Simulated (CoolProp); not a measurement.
Vapour-liquid equilibrium of propane (1) + isobutane (2) at 303.1 K; x and y are mole fractions of (1).

Computed with CoolProp (multi-fluid Helmholtz-energy mixture model, Lemmon 2009 and Bücker 2006; pair parameters Kunz 2012).

```csv
x,bubble pressure (bar),y at the bubble point,dew pressure at overall composition x (bar),liquid density (mol/L)
0.05,4.351,0.109,4.178,9.440
0.15,4.965,0.288,4.479,9.590
0.25,5.582,0.430,4.823,9.745
0.35,6.207,0.547,5.219,9.902
0.45,6.848,0.646,5.681,10.06
0.55,7.508,0.731,6.226,10.23
0.65,8.191,0.805,6.879,10.40
0.75,8.899,0.869,7.676,10.56
0.85,9.632,0.927,8.674,10.73
0.95,10.39,0.977,9.969,10.90
```

No azeotrope shows between x = 0.05 and 0.95.

The pair parameters rest on a limited set of measurements; away from them the model extrapolates.
